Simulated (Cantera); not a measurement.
A freely propagating, adiabatic, planar premixed flame of 17.7 % CO, 17.7 % H2, 13.6 % O2, 51.1 % N2, unburnt at 723 K and 64000 Pa; mixture-averaged transport, grid criteria slope 0.08 and curve 0.16, no radiation.

Cantera simulation using GRI-Mech 3.0 (53 species, 325 reactions); the numbers are that mechanism's predictions, not measurements. Burning velocities carry a grid error of a few per cent, more on coarse grids.

**Question.** Predict: laminar burning velocity; thermal thickness; peak x(H).

**Answer.** laminar burning velocity: 754 cm/s
thermal thickness: 1.12 mm
peak x(H): 0.0560
